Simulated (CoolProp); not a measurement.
Vapour-liquid equilibrium of fluoroethane (R161) (1) + R227EA (2) at 0.0625 bar; x and y are mole fractions of (1).

The numbers come from the multi-fluid Helmholtz-energy mixture model, Wu 2012 and Lemmon 2016; pair parameters Bell 2016 in CoolProp.

Problem. Give the bubble temperature and the first vapour's composition at x = 0.15, 0.25, 0.85. Is there an azeotrope?

Solution. x = 0.15: -67.4 °C, y = 0.258; x = 0.25: -69.4 °C, y = 0.466; x = 0.85: -82.6 °C, y = 0.976. No azeotrope shows between x = 0.05 and 0.95.

The pair parameters rest on a limited set of measurements; away from them the model extrapolates.
